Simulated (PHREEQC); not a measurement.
Make-up at 25 °C: 0.0045 mol KH2PO4, 0.00012 mol NaOH and 6.4e-05 mol ZnSO4 per kg of water. Closed to the air; pH follows from the charge balance.

Computed with PHREEQC (ion-association model, wateq4f.dat).

Task: The ionic strength comes out as 0.00500 mol/kgw. What activity coefficients do K+, H2PO4-, SO4-2, Na+, HPO4-2 get?

Result: K+ 0.93, H2PO4- 0.93, SO4-2 0.74, Na+ 0.93, HPO4-2 0.74.

This is a speciation only: nothing precipitates in the calculation. H3PO4, which wateq4f.dat lacks, is added to it with the constant of phreeqc.dat. The database has no phosphate complexes of Zn.
